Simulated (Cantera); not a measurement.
**Low-pressure radical oxidation in H2/O2**

An isothermal, constant-pressure homogeneous reactor starts with H2 : O2 : N2 = 0.21 : 1 : 0.0065 (molar parts), equivalence ratio 0.10, at 1200 K and 1500 Pa.

Model: GRI-Mech 3.0 (53 species, 325 reactions), integrated in Cantera. Radical loss at walls, strong at low pressure, is not modelled. The temperature is held fixed by assumption; the heat of reaction is taken as removed at once.

| t (s) | x H2 | x O2 | x H2O | x H2O2 | x H | x OH | x HO2 |
|---|---|---|---|---|---|---|---|
| 0.00100 | 0.139 | 0.802 | 0.0240 | 1.51e-7 | 0.0139 | 0.00538 | 4.90e-6 |
| 0.00246 | 0.00690 | 0.726 | 0.139 | 2.82e-7 | 0.0491 | 0.00872 | 8.91e-6 |
| 0.00605 | 0.00529 | 0.749 | 0.155 | 3.30e-7 | 0.0303 | 0.00773 | 9.34e-6 |
| 0.0149 | 0.00258 | 0.781 | 0.175 | 3.83e-7 | 0.00931 | 0.00546 | 8.99e-6 |
| 0.0366 | 0.000606 | 0.799 | 0.186 | 3.21e-7 | 0.000999 | 0.00264 | 5.93e-6 |
| 0.0902 | 9.54e-5 | 0.804 | 0.188 | 1.66e-7 | 6.23e-5 | 0.00105 | 2.17e-6 |
| 0.222 | 1.67e-5 | 0.805 | 0.189 | 6.99e-8 | 4.68e-6 | 0.000445 | 5.76e-7 |
| 0.546 | 3.78e-6 | 0.805 | 0.189 | 2.86e-8 | 5.14e-7 | 0.000213 | 1.59e-7 |
| 1.34 | 1.05e-6 | 0.805 | 0.189 | 1.17e-8 | 7.66e-8 | 0.000113 | 5.08e-8 |
| 3.30 | 3.35e-7 | 0.805 | 0.189 | 4.85e-9 | 1.40e-8 | 6.42e-5 | 2.08e-8 |
| 8.13 | 1.18e-7 | 0.805 | 0.189 | 2.04e-9 | 2.96e-9 | 3.82e-5 | 1.34e-8 |
| 20.0 | 4.70e-8 | 0.805 | 0.189 | 9.26e-10 | 7.49e-10 | 2.42e-5 | 1.39e-8 |
x: mole fraction; the columns are a selection and need not sum to one.

Equilibrium at this temperature and pressure: H2 2.20e-8, O2 0.805, H2O 0.189, H2O2 4.97e-10, H 2.41e-10, OH 1.65e-5, HO2 1.77e-8 (gas phase only).
